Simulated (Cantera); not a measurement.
Cantera run:

```python
import numpy as np
import cantera as ct

gas_names = """
    O2 N2
""".split()
cond_names = """
    Zr(a) ZrN(s) ZrO2(a)
""".split()


# ... load() reads the species with a 1 bar reference pressure and builds the phases ...
species = {s.name: s for s in load("nasa_gas.yaml", gas_names) + load("nasa_condensed.yaml", cond_names)}
T = 750
g = {n: (s.thermo.h(T) - T * s.thermo.s(T)) / (ct.gas_constant * T * np.log(10)) for n, s in species.items()}
valid = cond_names  # the entries whose range holds T


def stable(la, lb):
    # potentials (over RT ln 10) of the two non-metals from log10 p(O2) and log10 p(N2) in bar
    mu = {}
    mu["O"] = (g["O2"] + la) / 2
    mu["N"] = (g["N2"] + lb) / 2
    cost = {}
    for n in valid:
        c = species[n].composition
        cost[n] = (g[n] - sum(c.get(e, 0) * m for e, m in mu.items())) / c["Zr"]
    return min(cost, key=cost.get)


results = []
for lb in [1, -1.4, -3.8, -6.2, -8.5, -10.9, -13.3, -15.7, -18.1, -20.5, -22.8, -25.2, -27.6, -30]:
    row = [stable(la, lb) for la in [-52, -47.9, -43.8, -39.8, -35.7, -31.6, -27.5, -23.5, -19.4, -15.3, -11.2, -7.2, -3.1, 1]]
    results.append(row)
    print(f"{lb:6.1f}  " + " ".join(f"{valid.index(n):x}" for n in row))
print("key: " + ", ".join(f"{i:x} {n}" for i, n in enumerate(valid)))
```

Result:

```
   1.0  1 1 2 2 2 2 2 2 2 2 2 2 2 2
  -1.4  1 1 2 2 2 2 2 2 2 2 2 2 2 2
  -3.8  1 1 2 2 2 2 2 2 2 2 2 2 2 2
  -6.2  1 2 2 2 2 2 2 2 2 2 2 2 2 2
  -8.5  1 2 2 2 2 2 2 2 2 2 2 2 2 2
 -10.9  1 2 2 2 2 2 2 2 2 2 2 2 2 2
 -13.3  2 2 2 2 2 2 2 2 2 2 2 2 2 2
 -15.7  2 2 2 2 2 2 2 2 2 2 2 2 2 2
 -18.1  2 2 2 2 2 2 2 2 2 2 2 2 2 2
 -20.5  2 2 2 2 2 2 2 2 2 2 2 2 2 2
 -22.8  2 2 2 2 2 2 2 2 2 2 2 2 2 2
 -25.2  2 2 2 2 2 2 2 2 2 2 2 2 2 2
 -27.6  2 2 2 2 2 2 2 2 2 2 2 2 2 2
 -30.0  2 2 2 2 2 2 2 2 2 2 2 2 2 2
key: 0 Zr(a), 1 ZrN(s), 2 ZrO2(a)
```

Cantera with NASA thermochemical tables; ideal gases at 1 bar, condensed phases pure. ZrN: taken at fixed stoichiometry.
